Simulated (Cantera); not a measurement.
SiH₄ + Cl₂ + N₂ (silicon epitaxy and polysilicon growth)

Feed: 1 mol SiH₄, 0.23 mol Cl₂, 26 mol N₂, held at 1773.15 K.

These are equilibrium values from Cantera (NASA tables, ideal gas, pure condensed phases), not measurements of a reactor. Candidate condensed phases: NH₄Cl, Si, Si₃N₄; 28 gas species. The tables' values for SiCl, SiN, SiCl₃ are old estimates; treat these amounts as uncertain. The numbers say what is thermodynamically allowed, not how fast it happens.

```csv
P (Pa),x N₂,x H₂,x HCl,x SiCl₂,x H,x Si,x Cl,n Si(l),n Si₃N₄(s)
100,0.918,0.0652,0.00855,0.00361,0.00230,0.00213,0.000232,0.825,0
350,0.920,0.0658,0.00867,0.00367,0.00123,0.000610,0.000125,0.873,0
1300,0.919,0.0669,0.0103,0.00310,0.000646,9.96e-5,7.65e-5,0,0.303
4500,0.919,0.0660,0.0125,0.00202,0.000345,1.26e-5,5.03e-5,0,0.314
16000,0.919,0.0653,0.0143,0.00115,0.000182,1.52e-6,3.06e-5,0,0.323
56000,0.919,0.0648,0.0154,0.000584,9.69e-5,1.88e-7,1.78e-5,0,0.328
200000,0.919,0.0645,0.0161,0.000272,5.11e-5,2.25e-8,9.80e-6,0,0.331
```
x: gas mole fraction; n: condensed amount in mol.

From 0.00100 bar to 0.00350 bar the condensed part is Si(l). From 0.0130 bar to 2.00 bar the condensed part is Si₃N₄(s). The main Si-bearing gas is SiCl₂ throughout. The share of Si in condensed phases is highest at 2.00 bar (99.2 %) and lowest at 0.00100 bar (82.5 %).
